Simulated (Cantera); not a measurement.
A perfectly stirred reactor is fed with 26.5 % H₂, 73.5 % O₂, equivalence ratio 0.18, at 0.0340 bar; it is held at 1075 K, and followed from long to short residence time.

Cantera simulation using the H2/O2 subset of GRI-Mech 3.0, which has no nitrogen chemistry; the numbers are that mechanism's predictions, not measurements. Radical loss at walls, strong at low pressure, is not modelled. The temperature is held fixed by assumption; the heat of reaction is taken as removed at once.

One state of this run: x H₂ = 0.0863; x O₂ = 0.661; x H = 0.0695; x HO₂ = 2.88e-5; x OH = 0.00909. x: mole fraction; the columns are a selection and need not sum to one.

Problem. Which value of τ (s) does it belong to?
A) 0.00028
B) 0.077
C) 1.3
D) 0.0011

Solution. A, 0.00028
